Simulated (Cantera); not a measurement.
Input (Python, Cantera):

```python
import numpy as np
import cantera as ct

gas = ct.Solution("gri30.yaml")
gas.TPX = 1200, 9400, {'N2O': 1, 'H2O': 0.0068}
reactor = ct.IdealGasConstPressureReactor(gas, energy="off", clone=False)
net = ct.ReactorNet([reactor])
net.rtol, net.atol = 1e-08, 1e-18
show = ['N2O', 'H2O', 'H', 'NO2', 'OH', 'NO']
times = np.geomspace(0.0002, 10, 12)

steps = ct.SolutionArray(gas, extra=["t"])
rows = []
print(f"{'t/s':>10s}{'T/K':>9s}{'P/Pa':>11s}" + "".join(f"{s:>11s}" for s in show))
for t in times:
    while net.time < t:
        t_next = net.step()
        steps.append(gas.state, t=t_next)
    rows.append([np.interp(t, steps.t, y) for y in (steps.T, steps.P, *steps(*show).X.T)])
    print(f"{t:10.3e}{rows[-1][0]:9.1f}{rows[-1][1]:11.4g}" + "".join(f"{x:11.3e}" for x in rows[-1][2:]))
rate = np.gradient(steps.T, steps.t)
print("integrator steps:", len(steps.t))
if steps.T.max() > steps.T[0] + 200:
    print(f"time of steepest temperature rise: {steps.t[rate.argmax()]:.4e} s")
gas.TPX = 1200, 9400, {'N2O': 1, 'H2O': 0.0068}
gas.equilibrate("TP")
print(f"equilibrium (TP): T = {gas.T:.1f} K  " + "  ".join(f"{s} {gas[s].X[0]:.3e}" for s in show))
```

It prints:

```
       t/s      T/K       P/Pa        N2O        H2O          H        NO2         OH         NO
 2.000e-04   1200.0       9400  9.932e-01  6.754e-03  7.345e-12  5.979e-13  5.383e-08  8.615e-07
 5.348e-04   1200.0       9400  9.932e-01  6.754e-03  2.646e-11  1.564e-11  1.744e-07  2.913e-06
 1.430e-03   1200.0       9400  9.931e-01  6.754e-03  7.360e-11  6.752e-10  4.512e-07  8.439e-06
 3.824e-03   1200.0       9400  9.929e-01  6.753e-03  1.816e-10  2.890e-08  9.608e-07  2.318e-05
 1.023e-02   1200.0       9400  9.923e-01  6.750e-03  4.037e-10  8.028e-07  1.859e-06  6.183e-05
 2.735e-02   1200.0       9400  9.908e-01  6.746e-03  6.963e-10  9.306e-06  3.624e-06  1.583e-04
 7.313e-02   1200.0       9400  9.867e-01  6.736e-03  8.319e-10  4.554e-05  5.036e-06  4.002e-04
 1.956e-01   1200.0       9400  9.760e-01  6.712e-03  9.046e-10  1.323e-04  6.323e-06  1.038e-03
 5.230e-01   1200.0       9400  9.480e-01  6.649e-03  9.487e-10  2.371e-04  7.501e-06  2.770e-03
 1.398e+00   1200.0       9400  8.787e-01  6.492e-03  1.024e-09  2.830e-04  8.363e-06  7.204e-03
 3.740e+00   1200.0       9400  7.235e-01  6.142e-03  1.146e-09  2.618e-04  8.634e-06  1.713e-02
 1.000e+01   1200.0       9400  4.509e-01  5.526e-03  1.366e-09  1.899e-04  8.303e-06  3.443e-02
integrator steps: 1296
equilibrium (TP): T = 1200.0 K  N2O 4.470e-09  H2O 4.512e-03  H 1.171e-11  NO2 1.472e-06  OH 1.291e-06  NO 2.268e-04
```

Cantera simulation using GRI-Mech 3.0 (53 species, 325 reactions); the numbers are that mechanism's predictions, not measurements. GRI-Mech 3.0 was tuned for natural gas; its chemistry of N2O as a main component is partial and can be far from experiment. The mechanism lacks the step 2 NO + O2 → 2 NO2, which can matter for NO2 below about 1400 K. The temperature is held fixed by assumption; the heat of reaction is taken as removed at once.
